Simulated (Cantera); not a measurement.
A freely propagating, adiabatic, planar premixed flame of H₂ : O₂ : N₂ = 1 : 0.581 : 2.19 (molar parts), unburnt at 325 K and 100.0 Torr; mixture-averaged transport, grid criteria slope 0.08 and curve 0.16, no radiation.

Detailed kinetics in Cantera: the H2/O2 subset of GRI-Mech 3.0, which has no nitrogen chemistry. Burning velocities carry a grid error of a few per cent, more on coarse grids.

What does this change do: inlet temperature 325 to 575 K?


| quantity | before | after |
|---|---|---|
| laminar burning velocity | 196 cm/s | 506 cm/s |
| thermal thickness | 5.14 mm | 6.40 mm |
| peak x(O) | 0.0131 | 0.0171 |
| peak x(H₂O₂) | 4.11e-5 | 1.40e-6 |
| peak x(OH) | 0.0144 | 0.0183 |
